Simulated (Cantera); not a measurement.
Input: 1 mol Al(CH₃)₃, 200 mol NH₃, 1.5 mol N₂, at 925 K.

These are equilibrium values from Cantera (NASA tables, ideal gas, pure condensed phases), not measurements of a reactor. Candidate condensed phases: Al, AlN, C, C₆H₆, C₇H₈, C₈H₁₈; 97 gas species. The feed counts by its element totals alone. The numbers say what is thermodynamically allowed, not how fast it happens.

**Question.** At 28.0 Pa, list the 3 most abundant gas species with their mole fractions, and the condensed phases.

**Answer.** H₂ 0.751, N₂ 0.249, CH₄ 3.58e-5. Condensed: AlN(s) + C(graphite).
